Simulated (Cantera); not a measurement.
An isothermal, constant-pressure homogeneous reactor starts with 45.5 % CH4, 54.5 % CO2, at 1550 K and 24.0 bar.

Detailed kinetics in Cantera: GRI-Mech 3.0 (53 species, 325 reactions). The pressure lies above the range GRI-Mech 3.0 was tuned for (to about 10 atm).

Task: Predict: x(CH4) at 8.00 s; x(CO2) at 8.00 s; x(CH2O) at 8.00 s; x(C2H6) at 8.00 s.

Result: 
```json
{
  "x(CH4) at 8.00 s": "0.0832 (gas-phase equilibrium 0.00171)",
  "x(CO2) at 8.00 s": "0.0539 (gas-phase equilibrium 0.0145)",
  "x(CH2O) at 8.00 s": "1.62e-6 (gas-phase equilibrium 2.33e-6)",
  "x(C2H6) at 8.00 s": "9.63e-5 (gas-phase equilibrium 2.74e-8)"
}
```
